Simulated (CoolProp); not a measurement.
Vapour-liquid equilibrium of nitrogen (1) + carbon monoxide (2) at -166.25 °C; x and y are mole fractions of (1).

Computed with CoolProp (multi-fluid Helmholtz-energy mixture model, Span 2000 and Lemmon 2006; pair parameters Gernert 2013).

| x | bubble pressure, mixture model (MPa) | bubble pressure, Raoult's law (MPa) | y, mixture model | y, Raoult's law |
|---|---|---|---|---|
| 0.05 | 0.8966 | 0.8945 | 0.066 | 0.068 |
| 0.125 | 0.9254 | 0.9201 | 0.160 | 0.166 |
| 0.2 | 0.9540 | 0.9457 | 0.249 | 0.258 |
| 0.275 | 0.9825 | 0.9713 | 0.333 | 0.345 |
| 0.35 | 1.010 | 0.9970 | 0.413 | 0.428 |
| 0.425 | 1.038 | 1.023 | 0.489 | 0.507 |
| 0.5 | 1.065 | 1.048 | 0.562 | 0.581 |
| 0.575 | 1.091 | 1.074 | 0.632 | 0.653 |
| 0.65 | 1.116 | 1.099 | 0.700 | 0.721 |
| 0.725 | 1.140 | 1.125 | 0.766 | 0.786 |
| 0.8 | 1.163 | 1.151 | 0.830 | 0.847 |
| 0.875 | 1.185 | 1.176 | 0.894 | 0.907 |
| 0.95 | 1.206 | 1.202 | 0.957 | 0.963 |

The largest gap from Raoult's law is +1.6 % in bubble pressure, at x = 0.5. No azeotrope shows between x = 0.05 and 0.95.

The pair parameters rest on a limited set of measurements; away from them the model extrapolates.
